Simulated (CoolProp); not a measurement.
Vapour pressure (bar) of methanol: the reference equation beside estimates from Tc = 513.4 K, pc = 82.16 bar, ω = 0.565. Clausius-Clapeyron is anchored at 352.7 K with a constant enthalpy of vaporisation of 34.29 kJ/mol.

The numbers come from the reference Helmholtz-energy equation of state, de Reuck 1993 in CoolProp.

```tsv
T (K)	reference	Lee-Kesler	Clausius-Clapeyron	van der Waals	Redlich-Kwong	Peng-Robinson
291.4	0.1185	0.09554	0.1523	5.142	0.9163	0.1048
311.8	0.3334	0.2955	0.3845	7.654	1.910	0.3141
332.2	0.8150	0.7702	0.8662	10.89	3.566	0.7998
352.7	1.782	1.756	1.782	14.96	6.122	1.793
373.1	3.532	3.563	3.378	19.89	9.782	3.599
393.5	6.471	6.599	5.991	25.76	14.78	6.631
413.9	11.11	11.35	10.04	32.64	21.35	11.39
434.4	18.10	18.40	16.07	40.62	29.72	18.51
454.8	28.10	28.38	24.61	49.67	40.03	28.61
```

Absolute difference from the reference over all 9 rows, mean and median: Lee-Kesler 5.0 and 2.0 %, Clausius-Clapeyron 10.6 and 9.6 %, van der Waals 1063.0 and 463.1 %, Redlich-Kwong 247.9 and 177.0 %, Peng-Robinson 3.4 and 2.3 %.
